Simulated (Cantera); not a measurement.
A closed system holds: 1 mol SiO₂, 1.7 mol C, 4 mol N₂, at 1.00 Torr.

These are equilibrium values from Cantera (NASA tables, ideal gas, pure condensed phases), not measurements of a reactor. Candidate condensed phases: C, Si, SiC, SiO₂, Si₂N₂O, Si₃N₄; 34 gas species. Rates play no part. All values below are at 1427 °C.

Base state: N₂ 0.667, CO 0.225, SiO 0.108, Si 8.19e-5 (mole fractions); condensed: SiC(s).

Question: What changes in the equilibrium state with this change: pressure from 1.00 Torr to 25.5 Torr?

Answer: 
```json
[
 {"species": "N₂", "before": "0.667", "after": "0.694"},
 {"species": "CO", "before": "0.225", "after": "0.302"},
 {"species": "SiO", "before": "0.108", "after": "0.00432"},
 {"species": "Si", "before": "8.19e-5", "after": "5.53e-7"},
 {"species": "SiC(s), mol", "before": "0.350", "after": "0.141"},
 {"species": "Si₂N₂O(s), mol", "before": "0", "after": "0.418"}
]
```
Mutual solubility and eutectic melting of coexisting phases are not modelled.
